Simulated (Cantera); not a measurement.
Feed: 1 mol TiO2, a varied amount of MgCl2, 6.4 mol O2, held at 1450 K and 0.100 bar.

These are equilibrium values from Cantera (NASA tables, ideal gas, pure condensed phases), not measurements of a reactor. Candidate condensed phases: Mg, MgCl2, MgO, MgTiO3, MgTi2O5, Mg2TiO4, Ti, TiCl2, TiCl3, TiCl4, TiO, TiO2, Ti2O3, Ti3O5, Ti4O7; 20 gas species. Mutual solubility and eutectic melting of coexisting phases are not modelled. Condensed phases not in the tables: alloys, solid solutions and most ternary compounds. Equilibrium is a limit: real reactors are often held back by kinetics, nucleation or transport.

**Question.** At 0.96 mol MgCl2, list the 5 most abundant gas species with their mole fractions, and the condensed phases.

**Answer.** O2 0.843, Cl2 0.106, Cl 0.0425, MgCl2 0.00824, ClO 0.000324. Condensed: MgTiO3(s) + MgTi2O5(s).
